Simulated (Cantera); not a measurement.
Input: 1 mol CuO, 1.2 mol C, 0.51 mol CO, 2.6 mol CH4, held at 2350 °C and 4.50 Torr.

These are equilibrium values from Cantera (NASA tables, ideal gas, pure condensed phases), not measurements of a reactor. Candidate condensed phases: C, C6H6, C7H8, C8H18, Cu, CuO, Cu(OH)2, Cu2O, H2O; 113 gas species. Rates play no part.

Base state: H2 0.384, H 0.337, CO 0.163, Cu 0.108, C2H2 (acetylene) 0.00681, C2H 0.000550, C3 0.000512, C 0.000139 (mole fractions); condensed: C(graphite).

Q: What changes in the equilibrium state with this change: pressure from 4.50 Torr to 75.0 Torr?

A: 
```
species            before    after
----------------  -------  -------
H2                  0.384    0.579
CO                  0.163    0.186
Cu                  0.108    0.123
H                   0.337    0.101
C2H2 (acetylene)  0.00681   0.0103
Cu2               3.99e-6  8.67e-5
C2                4.83e-5  2.90e-6
C(graphite), mol     2.64     2.63
```
